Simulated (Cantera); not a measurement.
Input: 1 mol Cr, 0.037 mol O₂, 17 mol H₂, equilibrated at 1073.15 K and 13300 Pa.

Cantera equilibrium calculation (NASA polynomials, part measured and part estimated; ideal gas, pure solids and liquids). Candidate condensed phases: Cr, Cr₂O₃, H₂O; 13 gas species. Mutual solubility and eutectic melting of coexisting phases are not modelled. The numbers say what is thermodynamically allowed, not how fast it happens.

Base state: H₂ 1.000, H₂O 2.32e-5 (mole fractions); condensed: Cr(s) + Cr₂O₃(s).

Task: What changes in the equilibrium state with this change: Cr replaced by Ta?

Result: 
```tsv
species	before	after
H₂	1.000	1.000
H₂O	2.32e-5	7.01e-7
Cr(s), mol	0.951	0
Cr₂O₃(s), mol	0.0245	0
Ta(s), mol	0	0.970
Ta₂O₅(s), mol	0	0.0148
```
Condensed phases not in the tables: N, O or C dissolved in the metal. Further candidate phases: Ta, Ta₂O₅.

Task: What changes in the equilibrium state with this change: O₂ from 0.037 to 3.2 mol?

Result: 
```
species         before  after
-------------  -------  -----
H₂               1.000  0.712
H₂O            2.32e-5  0.288
Cr(s), mol       0.951      0
Cr₂O₃(s), mol   0.0245  0.500
```
